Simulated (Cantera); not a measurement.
Charge: 1 mol Pb, 13 mol NH3, 67 mol N2, at 0.100 bar.

Equilibrium computed with Cantera from the NASA thermochemical tables; the gas is ideal and each condensed phase is pure. Candidate condensed phases: Pb; 11 gas species. Kinetics and transport are ignored.

Which condensed phases are stable at each of these points (T (°C)): 377, 477, 577, 677, 777, 877, 977, 1077, 1177, 1277, 1377, 1477, 1577, 1677?


```tsv
T (°C)	condensed phases	Pb condensed (%)
377	Pb(l)	100.0
477	Pb(l)	100.0
577	Pb(l)	100.0
677	Pb(l)	99.5
777	Pb(l)	95.7
877	Pb(l)	73.0
977	gas only	0.0
1077	gas only	0.0
1177	gas only	0.0
1277	gas only	0.0
1377	gas only	0.0
1477	gas only	0.0
1577	gas only	0.0
1677	gas only	0.0
```

From 377 °C to 877 °C the condensed part is Pb(l). From 977 °C to 1677 °C nothing is condensed.
